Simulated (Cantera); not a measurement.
An isothermal, constant-pressure homogeneous reactor starts with C2H6 : N2 = 1 : 150 (molar parts), at 1723 K and 17.3 Torr.

Computed with Cantera and GRI-Mech 3.0 (53 species, 325 reactions). GRI-Mech 3.0 stops at C3 and has no aromatics, soot or wall deposition, so with more carbon than oxygen in the feed, carbon stays in small species such as C2H2 where larger ones or solid carbon would form. Radical loss at walls, strong at low pressure, is not modelled.

One state of this run: x C2H6 = 1.08e-7; x C2H2 = 0.00625; x CH3 = 0.000111; x H = 0.000201; x CH4 = 0.000358; x CH2 = 1.54e-6; x H2 = 0.0123. x: mole fraction; the columns are a selection and need not sum to one.

Problem. Which value of t (s) does it belong to?
A. 0.0317
B. 5.01e-5
C. 3.99
D. 0.159

Solution. A, 0.0317
